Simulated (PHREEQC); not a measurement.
A made-up water analysis in mg/L, 20 °C, pH 3.66, pe 8.8: Na 71.1; K 28.5; Ca 68.3; Mg 100; Cl 35.8; S(6) as SO4 697; Mn(2) 24.4; O(0) (dissolved oxygen) 0.204; Zn 17.4; Br 0.124.

Valence states are taken as typed.

Equilibrium calculation in PHREEQC: ion-association model, phreeqc.dat.

```csv
quantity,before,after
SO4-2 (mol/kgw),0.00546,0.00439
Mg+2 (mol/kgw),0.00301,0.00217
Ca+2 (mol/kgw),0.00131,0.00128
MgSO4 (mol/kgw),0.00110,0.00195
CaSO4 (mol/kgw),0.000394,0.000423
SI of Gypsum (CaSO4:2H2O),-1.05,-1.06
SI of Sylvite (KCl),-7.15,-7.38
```

Task: Which change was made?
A) S(6) from 697 to 348 mg/L
B) all concentrations times 4 at the same typed pH
C) temperature from 20 to 70 °C at the same typed pH
D) Zn from 17.4 to 34.8 mg/L

Result: C, temperature from 20 to 70 °C at the same typed pH

This is a speciation only: nothing precipitates in the calculation. At this temperature some constants are extrapolated from 25 °C, and those without enthalpy data are left unchanged.
